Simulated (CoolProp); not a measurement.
Propylene at several states: Z from the reference equation and from simpler models built on Tc = 91.1 °C, pc = 4555 kPa, ω = 0.146; each cubic takes its own stable root.

Computed with CoolProp (reference Helmholtz-energy equation of state, Lemmon 2013).

```tsv
T (°C)	p (kPa)	phase	reference
-152.75	11.7	liquid	0.0006730
5.35	1240	liquid	0.04178
-175.95	668	liquid	0.04592
```

Question: How far does each simpler model (van der Waals, Redlich-Kwong, Soave-Redlich-Kwong, Peng-Robinson) lie from the reference over these 3 states: mean and median of the absolute difference, and the worst?

Answer: 
- van der Waals: mean 660.7 %, median 63.7 %, worst +1856.2 % at 5.35 °C and 1240 kPa
- Redlich-Kwong: mean 9.9 %, median 10.0 %, worst +10.8 % at 5.35 °C and 1240 kPa
- Soave-Redlich-Kwong: mean 9.3 %, median 9.1 %, worst +10.5 % at -175.95 °C and 668 kPa
- Peng-Robinson: mean 2.8 %, median 2.6 %, worst -4.5 % at 5.35 °C and 1240 kPa

At some of these states van der Waals gives the other phase, because its saturation line lies elsewhere.
